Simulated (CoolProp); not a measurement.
The fluid at 404.75 K and 4.18 MPa is compressed adiabatically to 26.7 MPa with isentropic efficiency 0.9. The same conditions are run with several fluids, on thermodynamics alone (safety and materials aside).

The numbers come from the reference Helmholtz-energy equation of state of each fluid (R125: Lemmon 2005; nitrogen: Span 2000; normal hydrogen: Leachman 2009; sulfur hexafluoride: Guder 2009) in CoolProp.

```
fluid                work (kJ/kg)  final temperature (K)  final density (kg/m³)
-------------------  ------------  ---------------------  ---------------------
R125                         50.0                  492.4             (withheld)
nitrogen                      345                  713.8             (withheld)
normal hydrogen        (withheld)                  716.5             (withheld)
sulfur hexafluoride          43.5                  488.7             (withheld)
```

Problem. Fill in the missing entries.

Solution. 
- R125, final density (kg/m³): 789
- nitrogen, final density (kg/m³): 113
- normal hydrogen, work (kJ/kg): 4730
- normal hydrogen, final density (kg/m³): 8.42
- sulfur hexafluoride, final density (kg/m³): 946
